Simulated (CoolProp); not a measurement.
Isobutene along the isobar 2.84 bar: density (kg/m³) from the reference equation and from simpler models built on Tc = 418.1 K, pc = 40.16 bar, ω = 0.193; each cubic takes its own stable root.

The numbers come from the reference Helmholtz-energy equation of state, Lemmon 2005 in CoolProp. It is a short technical equation, of lower accuracy than the large ones.

```json
[
 {"T (K)": "337.9", "phase": "gas", "reference": "5.981", "ideal gas": "5.672", "van der Waals": "5.883", "Redlich-Kwong": "5.942", "Soave-Redlich-Kwong": "5.958", "Peng-Robinson": "5.978"},
 {"T (K)": "364.4", "phase": "gas", "reference": "5.477", "ideal gas": "5.259", "van der Waals": "5.421", "Redlich-Kwong": "5.459", "Soave-Redlich-Kwong": "5.467", "Peng-Robinson": "5.485"},
 {"T (K)": "391", "phase": "gas", "reference": "5.060", "ideal gas": "4.901", "van der Waals": "5.028", "Redlich-Kwong": "5.052", "Soave-Redlich-Kwong": "5.055", "Peng-Robinson": "5.070"},
 {"T (K)": "417.5", "phase": "gas", "reference": "4.708", "ideal gas": "4.590", "van der Waals": "4.691", "Redlich-Kwong": "4.706", "Soave-Redlich-Kwong": "4.706", "Peng-Robinson": "4.719"},
 {"T (K)": "444", "phase": "gas", "reference": "4.406", "ideal gas": "4.316", "van der Waals": "4.397", "Redlich-Kwong": "4.407", "Soave-Redlich-Kwong": "4.404", "Peng-Robinson": "4.416"},
 {"T (K)": "470.5", "phase": "gas", "reference": "4.143", "ideal gas": "4.073", "van der Waals": "4.139", "Redlich-Kwong": "4.144", "Soave-Redlich-Kwong": "4.141", "Peng-Robinson": "4.151"},
 {"T (K)": "497", "phase": "gas", "reference": "3.911", "ideal gas": "3.856", "van der Waals": "3.910", "Redlich-Kwong": "3.913", "Soave-Redlich-Kwong": "3.908", "Peng-Robinson": "3.917"},
 {"T (K)": "523.5", "phase": "gas", "reference": "3.704", "ideal gas": "3.661", "van der Waals": "3.706", "Redlich-Kwong": "3.707", "Soave-Redlich-Kwong": "3.702", "Peng-Robinson": "3.709"},
 {"T (K)": "550", "phase": "gas", "reference": "3.519", "ideal gas": "3.484", "van der Waals": "3.522", "Redlich-Kwong": "3.522", "Soave-Redlich-Kwong": "3.516", "Peng-Robinson": "3.523"}
]
```
